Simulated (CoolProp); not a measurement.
Vapour-liquid equilibrium of CH2F2 (R32) (1) + n-butane (2) at 282.4 K; x and y are mole fractions of (1).

The numbers come from the multi-fluid Helmholtz-energy mixture model, Tillner-Roth 1997 and Bücker 2006; pair parameters Bell 2016 in CoolProp.

```csv
x,bubble pressure (kPa),y at the bubble point,dew pressure at overall composition x (kPa),liquid density (mol/L)
0.05,372.7,0.603,152.5,10.38
0.15,688.7,0.784,171.0,10.85
0.25,861.4,0.829,194.5,11.36
0.35,944.8,0.847,225.3,11.93
0.45,982.2,0.855,267.2,12.57
0.55,1002,0.860,327.9,13.32
0.65,1019,0.866,423.6,14.23
0.75,1041,0.878,595.4,15.35
0.85,1067,0.901,959.0,16.76
0.95,1086,0.953,1085,18.57
```

No azeotrope shows between x = 0.05 and 0.95.

Pair parameters are fitted to limited data, so mixtures are less certain than the pure fluids. With so large a gap from Raoult's law the liquid may split in two, which this calculation doesn't test in full.
